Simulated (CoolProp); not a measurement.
Vapour-liquid equilibrium of R143a (1) + R134a (2) at 320.4 K; x and y are mole fractions of (1).

Values from CoolProp's multi-fluid Helmholtz-energy mixture model, Lemmon and Jacobsen 2000 and Tillner-Roth 1994; pair parameters Lemmon 2004.

Task: Give the bubble pressure and the first vapour's composition at x = 0.2, 0.275, 0.8. Is there an azeotrope?

Result: x = 0.2: 1.402 MPa, y = 0.270; x = 0.275: 1.469 MPa, y = 0.358; x = 0.8: 1.962 MPa, y = 0.848. No azeotrope shows between x = 0.05 and 0.95.

The pair parameters rest on a limited set of measurements; away from them the model extrapolates.
